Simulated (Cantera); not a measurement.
Feed: 1 mol Si, 1.7 mol CO2, 100 mol H2, held at 1275 K and 10.0 Torr.

These are equilibrium values from Cantera (NASA tables, ideal gas, pure condensed phases), not measurements of a reactor. Candidate condensed phases: C, C6H6, C7H8, C8H18, H2O, Si, SiC, SiO2; 123 gas species. Mutual solubility and eutectic melting of coexisting phases are not modelled. The tables hold silica as quartz up to 1696 K and as liquid above; real silica turns to tridymite and cristobalite and melts near 1996 K. Equilibrium is a limit: real reactors are often held back by kinetics, nucleation or transport.

Base state: H2 0.984, CO 0.0157, CH4 8.97e-5, SiO 1.80e-5 (mole fractions); condensed: SiC(s) + SiO2(β-quartz).

Problem. What changes in the equilibrium state with this change: temperature from 1275 K to 1198.15 K?

Solution. 
| species | before | after |
|---|---|---|
| H2 | 0.984 | 0.986 |
| CO | 0.0157 | 0.0138 |
| CH4 | 8.97e-5 | 0.000208 |
| SiO | 1.80e-5 | 4.40e-7 |
| SiC(s), mol | 0.0964 | 0 |
| SiO2(β-quartz), mol | 0.902 | 1.000 |
| C(graphite), mol | 0 | 0.279 |

Problem. What changes in the equilibrium state with this change: Si replaced by Si3N4?

Solution. 
```json
[
 {"species": "H2", "before": "0.984", "after": "0.978"},
 {"species": "CO", "before": "0.0157", "after": "0.0166"},
 {"species": "N2", "before": "0", "after": "0.00554"},
 {"species": "SiO", "before": "1.80e-5", "after": "3.20e-6"},
 {"species": "H2O", "before": "3.20e-6", "after": "1.79e-5"},
 {"species": "CH4", "before": "8.97e-5", "after": "1.66e-5"},
 {"species": "SiC(s), mol", "before": "0.0964", "after": "0"},
 {"species": "SiO2(β-quartz), mol", "before": "0.902", "after": "0.133"},
 {"species": "Si2N2O(s), mol", "before": "0", "after": "1.43"}
]
```
Further candidate phases: Si2N2O, Si3N4.

Problem. What changes in the equilibrium state with this change: pressure from 10.0 Torr to 0.315 Torr?

Solution. 
```
species               before    after
-------------------  -------  -------
H2                     0.984    0.982
CO                    0.0157   0.0163
SiO                  1.80e-5  0.00179
CH4                  8.97e-5  2.88e-7
H                    6.33e-6  3.56e-5
SiC(s), mol           0.0964   0.0393
SiO2(β-quartz), mol    0.902    0.779
```
